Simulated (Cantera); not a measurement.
Low-pressure radical oxidation in H2/O2

An isothermal, constant-pressure homogeneous reactor starts with H2 : O2 = 0.018 : 1 (molar parts), at 1075 K and 10.00 Torr.

Cantera simulation using the H2/O2 subset of GRI-Mech 3.0, which has no nitrogen chemistry; the numbers are that mechanism's predictions, not measurements. Radical loss at walls, strong at low pressure, is not modelled.

```tsv
t (s)	x H2	x O2	x O	x H2O	x HO2	x H2O2	x H
1.00e-5	0.0177	0.982	<1e-12	<1e-12	1.13e-11	<1e-12	1.07e-11
3.05e-5	0.0177	0.982	5.77e-12	<1e-12	3.47e-11	<1e-12	2.91e-11
9.32e-5	0.0177	0.982	4.34e-11	5.91e-12	1.06e-10	<1e-12	6.80e-11
0.000285	0.0177	0.982	2.79e-10	1.08e-10	3.25e-10	<1e-12	1.50e-10
0.000869	0.0177	0.982	2.25e-9	1.90e-9	1.00e-9	<1e-12	6.27e-10
0.00265	0.0177	0.982	1.07e-7	1.30e-7	3.98e-9	1.89e-12	2.50e-8
0.00809	0.0122	0.978	0.00313	0.00424	3.11e-6	1.06e-7	0.00101
0.0247	0.000116	0.971	0.01000	0.0167	2.31e-6	3.42e-8	0.00112
0.0754	5.45e-5	0.977	0.00478	0.0173	1.73e-6	3.36e-8	0.000365
0.230	1.35e-5	0.981	0.00120	0.0177	9.08e-7	2.98e-8	4.54e-5
0.703	2.02e-6	0.982	0.000185	0.0178	3.08e-7	1.96e-8	2.76e-6
2.15	2.71e-7	0.982	2.57e-5	0.0178	7.47e-8	8.46e-9	1.43e-7
6.55	4.26e-8	0.982	4.15e-6	0.0178	1.62e-8	2.65e-9	9.33e-9
20.0	8.45e-9	0.982	8.44e-7	0.0178	3.88e-9	7.49e-10	8.56e-10
```
x: mole fraction; the columns are a selection and need not sum to one.

Equilibrium at this temperature and pressure: H2 1.10e-10, O2 0.982, O 1.13e-8, H2O 0.0178, HO2 1.30e-9, H2O2 1.41e-11, H 1.34e-12 (gas phase only).
